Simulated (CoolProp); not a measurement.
The fluid at 298.15 K and 0.281 MPa flows at 18 m/s in a round tube of 4.6 mm bore and 1.5 µm roughness, fully developed (64/Re and Nu = 3.66 if laminar; Colebrook and Gnielinski if turbulent). The same conditions are run with several fluids, on thermodynamics alone (safety and materials aside).

Computed with CoolProp (reference Helmholtz-energy equation of state of each fluid (methanol: de Reuck 1993; R123: Younglove 1994; benzene: Thol 2012; n-decane: Lemmon 2006; R11: Jacobsen 1992)).

```tsv
fluid	Reynolds number	Darcy friction factor	pressure drop (Pa/m)	heat-transfer coefficient (W/(m² K))	mass flow (kg/h)
methanol	120000	0.0191	528000	32300	847
R123	290000	0.0172	887000	25400	1580
benzene	120000	0.0191	587000	[?]	941
n-decane	70800	0.0207	[?]	[?]	783
R11	[?]	0.0172	897000	25200	1590
```

Problem. Fill in the missing entries.

Solution. 
- benzene, heat-transfer coefficient (W/(m² K)): 23600
- n-decane, pressure drop (Pa/m): 530000
- n-decane, heat-transfer coefficient (W/(m² K)): 17500
- R11, Reynolds number: 282000

Transport values come from each fluid's own correlations; those of R11 are estimates that may be off by 10 % or more.
